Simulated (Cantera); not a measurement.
# Adiabatic ignition

An adiabatic, constant-pressure homogeneous reactor starts with CH₄ : C₂H₆ : C₃H₈ : O₂ : N₂ = 1 : 0.045 : 1.2 : 8.87 : 49.7 (molar parts), at 1450 K and 555 Torr.

Model: GRI-Mech 3.0 (53 species, 325 reactions), integrated in Cantera. GRI-Mech 3.0 was tuned for natural gas; its chemistry of propane as a main component is partial and can be far from experiment.

```
t (s)     T (K)   x CH₄    x C₂H₆  x C₃H₈    x HCO      x NO    x C₂H₄    x O₂
--------  -----  ------  --------  ------  -------  --------  --------  ------
9.00e-6    1448  0.0164  0.000737  0.0195  3.75e-9    <1e-12  0.000238   0.146
3.49e-5    1444  0.0163  0.000864  0.0181  1.54e-7  3.49e-12   0.00156   0.145
0.000136   1457  0.0157   0.00207  0.0110  2.85e-6  1.04e-10   0.00866   0.139
0.000527   2321  <1e-12    <1e-12  <1e-12  2.62e-8  0.000140    <1e-12  0.0269
0.00204    2527  <1e-12    <1e-12  <1e-12  6.14e-9   0.00107    <1e-12  0.0210
0.00794    2538  <1e-12    <1e-12  <1e-12  5.37e-9   0.00387    <1e-12  0.0193
0.0308     2533  <1e-12    <1e-12  <1e-12  5.34e-9   0.00688    <1e-12  0.0180
0.120      2532  <1e-12    <1e-12  <1e-12  5.34e-9   0.00710    <1e-12  0.0179
0.464      2532  <1e-12    <1e-12  <1e-12  5.34e-9   0.00710    <1e-12  0.0179
1.80       2532  <1e-12    <1e-12  <1e-12  5.34e-9   0.00710    <1e-12  0.0179
7.00       2532  <1e-12    <1e-12  <1e-12  5.34e-9   0.00710    <1e-12  0.0179
```
x: mole fraction; the columns are a selection and need not sum to one.

| Quantity | Value |
|---|---|
| time of steepest temperature rise | 0.228 ms |
| temperature at 7.00 s | 2532 K |
| equilibrium temperature | 2532 K |
| x(CH₄) at 7.00 s | <1e-12 (gas-phase equilibrium <1e-12) |
| x(C₂H₆) at 7.00 s | <1e-12 (gas-phase equilibrium <1e-12) |
| x(C₃H₈) at 7.00 s | <1e-12 (gas-phase equilibrium <1e-12) |
